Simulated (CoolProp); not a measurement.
Model: reference Helmholtz-energy equation of state, Lemmon 2013, in CoolProp.

Question: Give the vapour pressure (bar), liquid density (kg/m³), vapour viscosity (µPa s) of saturated propylene at 219.6, 305.8 K.

Answer: 
```
T (K)  p (bar)  liquid density (kg/m³)  vapour viscosity (µPa s)
-----  -------  ----------------------  ------------------------
219.6    0.767                     617                      6.19
305.8     13.9                     493                      9.33
```

Viscosity comes from a separate model (Huber 2003), an estimate that may be off by 10 % or more.
